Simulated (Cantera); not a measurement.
Input: 1 mol Si2H6, 380 mol H2, at 1423.15 K and 20.0 mbar.

These are equilibrium values from Cantera (NASA tables, ideal gas, pure condensed phases), not measurements of a reactor. Candidate condensed phases: Si; 9 gas species. The feed counts by its element totals alone. The numbers say what is thermodynamically allowed, not how fast it happens.

Question: What is the equilibrium state?

Answer: 
- x(H2) = 1.000
- x(H) = 4.71e-5
- n(Si(s)) = 2.00 mol
- gas amount = 383.0 mol
